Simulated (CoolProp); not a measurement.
A Linde-Hampson liquefier for normal hydrogen: isothermal reversible compression at 290 K from 1 atm to 15 MPa, throttling to 1 atm, return gas leaving the recuperator 5 K below the feed. Each further row changes one setting.

The numbers come from the reference Helmholtz-energy equation of state, Leachman 2009 in CoolProp.

```csv
case,compression work (kJ/kg of gas)
as stated,6090
high pressure 30 MPa,7030
warm-end temperature 320 K,6710
warm-end gap 10 K,6090
```
